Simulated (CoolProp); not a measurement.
Properties of benzene along the isotherm 467 K.

Computed with CoolProp (reference Helmholtz-energy equation of state, Thol 2012).

| p (MPa) | phase | density (kg/m³) | expansivity (1/kK) | conductivity (mW/(m K)) | Prandtl number | fugacity coefficient |
|---|---|---|---|---|---|---|
| 1.64 | liquid | 668.7 | 2.422 | 90.7 | 3.24 | 0.6679 |
| 3.27 | liquid | 675.0 | 2.260 | 92.4 | 3.24 | 0.3517 |
| 4.91 | liquid | 680.8 | 2.127 | 94.0 | 3.25 | 0.2459 |
| 6.54 | liquid | 686.1 | 2.016 | 95.6 | 3.26 | 0.1937 |
| 8.18 | liquid | 691.1 | 1.922 | 97.1 | 3.26 | 0.1625 |
| 9.81 | liquid | 695.7 | 1.840 | 98.5 | 3.28 | 0.1420 |
| 11.4 | liquid | (withheld) | 1.770 | 99.8 | 3.29 | 0.1280 |
| 13.1 | liquid | 704.3 | 1.704 | 101 | 3.30 | 0.1169 |
| 14.7 | liquid | 708.2 | 1.649 | 102 | 3.31 | 0.1090 |
| 16.4 | liquid | 712.1 | 1.595 | 104 | 3.33 | 0.1026 |
| 18 | liquid | 715.6 | 1.550 | 105 | 3.34 | (withheld) |
| 19.6 | liquid | 719.0 | 1.508 | 106 | 3.36 | 0.09390 |
| 21.3 | liquid | 722.4 | 1.467 | 107 | 3.37 | 0.09060 |
| 22.9 | liquid | 725.6 | 1.432 | 108 | 3.39 | 0.08810 |
| 24.5 | liquid | 728.6 | (withheld) | 109 | 3.40 | 0.08608 |

**Question.** Some entries are withheld; supply them.

**Answer.** 
- 11.4, density (kg/m³): 700.0
- 18, fugacity coefficient: 0.09776
- 24.5, expansivity (1/kK): 1.399

Viscosity comes from a separate model (Avgeri 2014). Thermal conductivity comes from a separate model (Assael 2012).
